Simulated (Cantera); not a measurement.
Feed: 1 mol CS2, 0.17 mol H2O, a varied amount of O2, at 1575 K and 14.0 Pa.

Equilibrium computed with Cantera from the NASA thermochemical tables; the gas is ideal and each condensed phase is pure. Candidate condensed phases: C, C6H6, C7H8, C8H18, H2O, H2SO4, S; 123 gas species. Equilibrium is a limit: real reactors are often held back by kinetics, nucleation or transport.

Q: At 0.057 mol O2, list the 7 most abundant gas species with their mole fractions, and the condensed phases.

A: CS2 0.423, S2 0.213, CO 0.190, H2 0.110, CS 0.0551, S 0.00364, SH 0.00329. Condensed: gas only.
